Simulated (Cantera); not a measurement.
Equilibrium for boron, boron nitride and boron oxide: B₂H₆ + N₂

Feed: 1 mol B₂H₆, a varied amount of N₂, equilibrated at 2275 K and 0.250 bar.

Equilibrium computed with Cantera from the NASA thermochemical tables; the gas is ideal and each condensed phase is pure. Candidate condensed phases: B, BN; 15 gas species. The feed counts by its element totals alone. Mutual solubility and eutectic melting of coexisting phases are not modelled. The tables' values for BH₂ are old estimates; treat these amounts as uncertain. Gases not in the tables: B₂H₆ and higher boranes. Kinetics and transport are ignored.

At 0.86 mol N₂ the condensed part is B(s) + BN(s). From 1.3 mol N₂ to 38 mol N₂ the condensed part is BN(s).

```csv
n(N₂) (mol),x H₂,x N₂,x H,x BH₂,x BH₃,x B,x BH,x BN,n B(s),n BN(s)
0.86,0.964,0.0173,0.0167,0.00180,3.15e-5,2.96e-5,1.37e-5,1.13e-6,0.381,1.61
1.3,0.893,0.0905,0.0160,0.000728,1.23e-5,1.29e-5,5.75e-6,1.13e-6,0,2.00
2,0.737,0.248,0.0146,0.000363,5.56e-6,7.80e-6,3.15e-6,1.13e-6,0,2.00
3.1,0.578,0.409,0.0129,0.000222,3.01e-6,6.08e-6,2.17e-6,1.13e-6,0,2.00
4.7,0.439,0.549,0.0113,0.000146,1.72e-6,5.25e-6,1.64e-6,1.13e-6,0,2.00
7.1,0.323,0.667,0.00965,9.71e-5,9.86e-7,4.76e-6,1.27e-6,1.13e-6,0,2.00
11,0.226,0.766,0.00807,6.33e-5,5.37e-7,4.44e-6,9.94e-7,1.13e-6,0,2.00
17,0.154,0.839,0.00666,4.13e-5,2.89e-7,4.25e-6,7.84e-7,1.13e-6,0,2.00
25,0.108,0.886,0.00558,2.82e-5,1.65e-7,4.13e-6,6.39e-7,1.13e-6,0,2.00
38,0.0725,0.923,0.00457,1.85e-5,8.91e-8,4.05e-6,5.13e-7,1.13e-6,0,2.00
```
x: gas mole fraction; n: condensed amount in mol.
